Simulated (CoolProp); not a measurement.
Vapour-liquid equilibrium of carbon dioxide (1) + neopentane (2) at 261.6 K; x and y are mole fractions of (1).

Computed with CoolProp (multi-fluid Helmholtz-energy mixture model, Span 1996 and Lemmon 2006; pair parameters Bell 2016).

```csv
x,bubble pressure (MPa),y at the bubble point,dew pressure at overall composition x (MPa),liquid density (mol/L)
0.05,0.2160,0.795,0.04650,8.948
0.2,0.7411,0.940,0.05531,10.01
0.35,1.180,0.963,0.06814,11.27
0.5,1.498,0.972,0.08863,12.81
0.65,1.747,0.978,0.1266,14.74
0.8,2.014,0.985,0.2217,17.30
0.95,2.380,0.995,0.8888,20.92
```

No azeotrope shows between x = 0.05 and 0.95.

Pair parameters are fitted to limited data, so mixtures are less certain than the pure fluids. The gap from Raoult's law changes sign with composition, which may be real or a fault of the pair parameters; it wasn't checked against measurements.
